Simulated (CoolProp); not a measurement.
Vapour-liquid equilibrium of n-pentane (1) + toluene (2) at 44.05 °C; x and y are mole fractions of (1).

Model: multi-fluid Helmholtz-energy mixture model, Thol 2019 and Lemmon 2006; pair parameters Bell 2016, in CoolProp.

```json
[
 {"x": "0.05", "bubble pressure (MPa)": "___", "y at the bubble point": "0.527", "dew pressure at overall composition x (MPa)": "0.009960", "liquid density (mol/L)": "9.129"},
 {"x": "0.2", "bubble pressure (MPa)": "0.04345", "y at the bubble point": "0.817", "dew pressure at overall composition x (MPa)": "0.01174", "liquid density (mol/L)": "9.021"},
 {"x": "0.35", "bubble pressure (MPa)": "0.06267", "y at the bubble point": "0.891", "dew pressure at overall composition x (MPa)": "0.01429", "liquid density (mol/L)": "8.908"},
 {"x": "0.5", "bubble pressure (MPa)": "___", "y at the bubble point": "0.928", "dew pressure at overall composition x (MPa)": "0.01824", "liquid density (mol/L)": "8.789"},
 {"x": "0.65", "bubble pressure (MPa)": "0.09427", "y at the bubble point": "0.953", "dew pressure at overall composition x (MPa)": "0.02519", "liquid density (mol/L)": "8.663"},
 {"x": "0.8", "bubble pressure (MPa)": "0.1096", "y at the bubble point": "0.974", "dew pressure at overall composition x (MPa)": "0.04043", "liquid density (mol/L)": "8.530"},
 {"x": "0.95", "bubble pressure (MPa)": "___", "y at the bubble point": "0.994", "dew pressure at overall composition x (MPa)": "0.09197", "liquid density (mol/L)": "8.388"}
]
```

Fill in the missing entries.


- 0.05, bubble pressure (MPa): 0.01919
- 0.5, bubble pressure (MPa): 0.07907
- 0.95, bubble pressure (MPa): 0.1261

No azeotrope shows between x = 0.05 and 0.95.

The pair parameters rest on a limited set of measurements; away from them the model extrapolates.
